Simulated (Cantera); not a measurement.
Feed: 1 mol Si, 2.7 mol Cl₂, held at 1498.15 K and 0.220 bar.

Method: chemical equilibrium by Gibbs-energy minimisation in Cantera with the NASA 1993 tables (ideal gas, pure condensed phases). Candidate condensed phases: Si; 9 gas species. The tables' values for SiCl₃ are old estimates; treat these amounts as uncertain. Equilibrium is a limit: real reactors are often held back by kinetics, nucleation or transport.

Base state: SiCl₄ 0.566, Cl₂ 0.360, Cl 0.0738, SiCl₃ 6.02e-5 (mole fractions); condensed: gas only.

Task: What changes in the equilibrium state with this change: pressure from 0.220 bar to 0.0100 bar?

Result: 
| species | before | after |
|---|---|---|
| SiCl₄ | 0.566 | 0.508 |
| Cl | 0.0738 | 0.271 |
| Cl₂ | 0.360 | 0.221 |
| SiCl₃ | 6.02e-5 | 0.000324 |
